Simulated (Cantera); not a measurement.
# Silicon nitride deposition: trisilylamine + N2

A closed system holds: 1 mol trisilylamine, a varied amount of N2, equilibrated at 1575 K and 2400 Pa.

Cantera equilibrium calculation (NASA polynomials, part measured and part estimated; ideal gas, pure solids and liquids). Candidate condensed phases: Si, Si3N4; 18 gas species. The feed counts by its element totals alone. Mutual solubility and eutectic melting of coexisting phases are not modelled. Equilibrium is a limit: real reactors are often held back by kinetics, nucleation or transport.

```tsv
n(N2) (mol)	x H2	x N2	x H	x SiH2	x Si	x SiH	x NH3	n Si(s)	n Si3N4(s)
1.2	0.992	0.00804	0.000267	3.73e-6	2.39e-6	8.82e-7	1.06e-7	0.505	0.832
1.8	0.937	0.0625	0.000260	8.97e-7	6.10e-7	2.18e-7	2.72e-7	0	1.000
2.9	0.763	0.237	0.000234	3.00e-7	2.51e-7	8.10e-8	3.89e-7	0	1.000
4.5	0.600	0.400	0.000208	1.67e-7	1.77e-7	5.07e-8	3.52e-7	0	1.000
6.9	0.454	0.545	0.000181	1.03e-7	1.44e-7	3.59e-8	2.71e-7	0	1.000
11	0.321	0.679	0.000152	6.27e-8	1.24e-7	2.61e-8	1.80e-7	0	1.000
17	0.225	0.775	0.000127	4.02e-8	1.14e-7	2.00e-8	1.13e-7	0	1.000
```
x: gas mole fraction; n: condensed amount in mol.

At 1.2 mol N2 the condensed part is Si(s) + Si3N4(s). From 1.8 mol N2 to 17 mol N2 the condensed part is Si3N4(s). The main Si-bearing gas is SiH2 at 1.2 mol N2 and Si at 17 mol N2.
